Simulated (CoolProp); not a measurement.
Values from CoolProp's reference Helmholtz-energy equation of state, Eisenbach 2021.

Give the vapour pressure (MPa), vapour density (kg/m³), enthalpy of vaporisation (kJ/kg) of saturated propylene glycol at 508.1, 613 K.


```json
[
 {"T (K)": "508.1", "p (MPa)": "0.366", "vapour density (kg/m³)": "6.95", "enthalpy of vaporisation (kJ/kg)": "646"},
 {"T (K)": "613", "p (MPa)": "2.89", "vapour density (kg/m³)": "56.8", "enthalpy of vaporisation (kJ/kg)": "463"}
]
```
